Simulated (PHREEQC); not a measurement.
# Buffer (model solution)

Solution (55 °C): 0.025 mol NaHCO3, 0.13 mol Na2SO4 and 0.014 mol LiCl per kg of water. Closed to the air; pH follows from the charge balance.

All values are PHREEQC results (ion-association model, wateq4f.dat), not measurements.

```
Property                   Value
-----------------  -------------
pH                          7.53
ionic strength     0.361 mol/kgw
activity of water          0.993
total alkalinity     25.0 meq/kg
```

| species | molality | activity | log γ |
|---|---|---|---|
| Na+ | 0.251 | 0.177 | -0.153 |
| SO4-2 | 0.0970 | 0.0211 | -0.663 |
| NaSO4- | 0.0318 | 0.0222 | -0.156 |
| HCO3- | 0.0220 | 0.0153 | -0.156 |
| Cl- | 0.0140 | 0.00914 | -0.185 |
| Li+ | 0.0128 | 0.00911 | -0.147 |
| NaHCO3 | 0.00140 | 0.00152 | 0.036 |
| LiSO4- | 0.00122 | 0.000838 | -0.162 |
| CO2 | 0.000820 | 0.000891 | 0.036 |
| NaCO3- | 0.000666 | 0.000465 | -0.156 |
| CO3-2 | 0.000150 | 3.58e-5 | -0.623 |
| OH- | 3.65e-6 | 2.35e-6 | -0.191 |
| HSO4- | 1.87e-7 | 1.26e-7 | -0.171 |
| H+ | 3.90e-8 | 2.98e-8 | -0.116 |

Precipitation was switched off in this run. Constants without temperature data keep their 25 °C values here.
